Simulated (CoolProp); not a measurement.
The fluid at 476.83 K and 0.333 MPa expands adiabatically to 0.031 MPa with isentropic efficiency 0.8. The same conditions are run with several fluids, on thermodynamics alone (safety and materials aside).

Model: reference Helmholtz-energy equation of state of each fluid (dimethyl carbonate: Zhou 2011; dimethyl ether: Wu 2011; R152A: Outcalt 1996; R404A: Lemmon 2003; R22: Kamei 1995), in CoolProp. Blends and air are pseudo-pure fits.

Rank dimethyl carbonate, dimethyl ether, R152A, R404A, R22 by work (kJ/kg), highest first.

dimethyl ether (145), R152A (101), dimethyl carbonate (76.4), R22 (75.2), R404A (70.1)

```
fluid               final temperature (K)  final density (kg/m³)
------------------  ---------------------  ---------------------
dimethyl carbonate                  424.8                  0.795
dimethyl ether                      396.5                  0.434
R152A                               399.1                  0.619
R404A                               411.8                  0.885
R22                                 379.7                  0.851
```
